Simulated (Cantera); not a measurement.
Input: 1 mol CH3Cl, 1.1 mol CH4, 5.8 mol H2, equilibrated at 42.0 mbar.

Equilibrium computed with Cantera from the NASA thermochemical tables; the gas is ideal and each condensed phase is pure. Candidate condensed phases: C, C6H6, C7H8, C8H18; 103 gas species. Ions and electrons are included (thermal ionisation). Equilibrium is a limit: real reactors are often held back by kinetics, nucleation or transport.

Q: At 2250 K, list the 4 most abundant gas species with their mole fractions, and the condensed phases.

A: H2 0.865, HCl 0.0955, H 0.0337, C2H2 (acetylene) 0.00290. Condensed: C(graphite).
